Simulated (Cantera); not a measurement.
An isothermal, constant-pressure homogeneous reactor starts with 20.8 % NO, 79.2 % N₂, at 2050 K and 54000 Pa.

Cantera simulation using GRI-Mech 3.0 (53 species, 325 reactions); the numbers are that mechanism's predictions, not measurements.

x: mole fraction; the columns are a selection and need not sum to one.

```csv
t (s),x NO,x O₂,x N₂,x NO₂,x O
0.000800,0.208,3.84e-6,0.792,1.11e-5,?
0.00145,0.208,1.65e-5,0.792,2.03e-5,?
0.00263,0.208,6.27e-5,0.792,2.91e-5,?
0.00476,0.208,0.000177,0.792,3.25e-5,8.97e-5
0.00862,0.207,0.000397,0.792,3.35e-5,9.24e-5
0.0156,0.207,0.000800,0.793,3.48e-5,9.61e-5
0.0283,0.205,0.00153,0.793,3.72e-5,0.000103
0.0512,0.202,0.00289,0.795,4.09e-5,?
0.0928,0.197,0.00538,0.797,4.67e-5,?
0.168,0.188,0.00997,0.802,5.44e-5,?
0.305,0.171,0.0183,0.810,6.29e-5,?
0.552,0.143,0.0323,0.824,6.75e-5,?
1.00,0.102,0.0531,0.845,6.03e-5,?
```

### Question
Complete the blanks.

### Answer

- 0.000800, x O: 3.22e-5
- 0.00145, x O: 5.68e-5
- 0.00263, x O: 8.05e-5
- 0.0512, x O: 0.000113
- 0.0928, x O: 0.000131
- 0.168, x O: 0.000158
- 0.305, x O: 0.000198
- 0.552, x O: 0.000252
- 1.00, x O: 0.000314
